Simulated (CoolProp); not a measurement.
Vapour-liquid equilibrium of carbon dioxide (1) + 1-butene (2) at -35.45 °C; x and y are mole fractions of (1).

The numbers come from the multi-fluid Helmholtz-energy mixture model, Span 1996 and Lemmon 2005; pair parameters Bell 2016 in CoolProp.

Question: Give the bubble pressure and the first vapour's composition at x = 0.35, 0.45, 0.55. Is there an azeotrope?

Answer: x = 0.35: 561.7 kPa, y = 0.960; x = 0.45: 676.2 kPa, y = 0.969; x = 0.55: 770.5 kPa, y = 0.975. No azeotrope shows between x = 0.05 and 0.95.

Pair parameters are fitted to limited data, so mixtures are less certain than the pure fluids.
